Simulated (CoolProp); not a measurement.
Vapour-liquid equilibrium of R125 (1) + fluoroethane (R161) (2) at 1250 kPa; x and y are mole fractions of (1).

Model: multi-fluid Helmholtz-energy mixture model, Lemmon 2005 and Wu 2012; pair parameters Bell 2016, in CoolProp.

Q: Give the bubble temperature and the first vapour's composition at x = 0.35, 0.65, 0.8. Is there an azeotrope?

A: x = 0.35: 303.6 K, y = 0.431; x = 0.65: 298.4 K, y = 0.720; x = 0.8: 296.4 K, y = 0.839. No azeotrope shows between x = 0.05 and 0.95.

Pair parameters are fitted to limited data, so mixtures are less certain than the pure fluids. The gap from Raoult's law changes sign with composition, which may be real or a fault of the pair parameters; it wasn't checked against measurements.
